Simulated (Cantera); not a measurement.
What does this Cantera script print?

```python
import numpy as np
import cantera as ct

gas = ct.Solution("gri30.yaml")
gas.TPX = 1775, 100000, {'H2': 1, 'O2': 1.61, 'N2': 6.06}
reactor = ct.IdealGasConstPressureReactor(gas, energy="on", clone=False)
net = ct.ReactorNet([reactor])
net.rtol, net.atol = 1e-08, 1e-16
show = ['H2', 'O2', 'NO', 'H2O', 'O', 'OH', 'H2O2']
times = np.geomspace(6e-06, 6, 11)

steps = ct.SolutionArray(gas, extra=["t"])
rows = []
print(f"{'t/s':>10s}{'T/K':>9s}{'P/Pa':>11s}" + "".join(f"{s:>11s}" for s in show))
for t in times:
    while net.time < t:
        t_next = net.step()
        steps.append(gas.state, t=t_next)
    rows.append([np.interp(t, steps.t, y) for y in (steps.T, steps.P, *steps(*show).X.T)])
    print(f"{t:10.3e}{rows[-1][0]:9.1f}{rows[-1][1]:11.4g}" + "".join(f"{x:11.3e}" for x in rows[-1][2:]))
rate = np.gradient(steps.T, steps.t)
print("integrator steps:", len(steps.t))
if steps.T.max() > steps.T[0] + 200:
    print(f"time of steepest temperature rise: {steps.t[rate.argmax()]:.4e} s")
gas.TPX = 1775, 100000, {'H2': 1, 'O2': 1.61, 'N2': 6.06}
gas.equilibrate("HP")
print(f"equilibrium (HP): T = {gas.T:.1f} K  " + "  ".join(f"{s} {gas[s].X[0]:.3e}" for s in show))
```

Output:

```
       t/s      T/K       P/Pa         H2         O2         NO        H2O          O         OH       H2O2
 6.000e-06   1778.7      1e+05  9.485e-02  1.748e-01  1.299e-08  1.367e-02  3.989e-03  4.237e-03  2.309e-07
 2.389e-05   1995.8      1e+05  9.885e-03  1.200e-01  2.268e-05  8.678e-02  3.157e-02  1.921e-02  4.109e-07
 9.509e-05   2286.8      1e+05  5.455e-03  1.246e-01  9.459e-05  1.015e-01  1.598e-02  1.932e-02  1.849e-07
 3.786e-04   2459.5      1e+05  1.869e-03  1.299e-01  3.843e-04  1.124e-01  5.237e-03  1.324e-02  2.417e-07
 1.507e-03   2469.3      1e+05  1.620e-03  1.299e-01  1.295e-03  1.133e-01  4.513e-03  1.243e-02  2.691e-07
 6.000e-03   2464.2      1e+05  1.590e-03  1.285e-01  4.492e-03  1.135e-01  4.371e-03  1.220e-02  2.650e-07
 2.389e-02   2452.4      1e+05  1.523e-03  1.251e-01  1.176e-02  1.139e-01  4.059e-03  1.168e-02  2.557e-07
 9.509e-02   2446.4      1e+05  1.490e-03  1.234e-01  1.541e-02  1.141e-01  3.908e-03  1.142e-02  2.511e-07
 3.786e-01   2446.3      1e+05  1.490e-03  1.234e-01  1.545e-02  1.141e-01  3.907e-03  1.142e-02  2.510e-07
 1.507e+00   2446.3      1e+05  1.490e-03  1.234e-01  1.545e-02  1.141e-01  3.907e-03  1.142e-02  2.510e-07
 6.000e+00   2446.3      1e+05  1.490e-03  1.234e-01  1.545e-02  1.141e-01  3.907e-03  1.142e-02  2.510e-07
integrator steps: 1283
time of steepest temperature rise: 8.2907e-06 s
equilibrium (HP): T = 2446.3 K  H2 1.490e-03  O2 1.234e-01  NO 1.545e-02  H2O 1.141e-01  O 3.907e-03  OH 1.142e-02  H2O2 2.510e-07
```

Cantera simulation using GRI-Mech 3.0 (53 species, 325 reactions); the numbers are that mechanism's predictions, not measurements.
